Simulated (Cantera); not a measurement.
Cantera with NASA thermochemical tables; ideal gases at 1 bar, condensed phases pure. Values are per mole of reaction as written; species without (g) are pure solids or liquids, kept so even where they would boil at 1 bar.

2 Cu2O + 4 F2(g) ⇌ O2(g) + 4 CuF2(g), with ΔH° = -726.4 kJ and ΔS° = 277.4 J/K at 300 K.

Question: How far is the shortcut ΔG° ≈ ΔH°(300 K) − T·ΔS°(300 K) from the full temperature-dependent value at 1400, 1500, 1600, 1700, 1800 K?

Answer: 
```
T (K)  shortcut (kJ)  full (kJ)  difference (kJ)  difference in log10 K  condensed phases
-----  -------------  ---------  ---------------  ---------------------  ----------------
1400         -1114.8    -1076.0            -38.8                   1.45           Cu2O(s)
1500         -1142.5    -1097.1            -45.5                   1.58           Cu2O(s)
1600         -1170.3    -1110.5            -59.8                   1.95           Cu2O(l)
1700         -1198.0    -1122.0            -76.0                   2.34           Cu2O(l)
1800         -1225.7    -1133.0            -92.8                   2.69           Cu2O(l)
```
The shortcut ignores heat capacities and the phase changes listed.
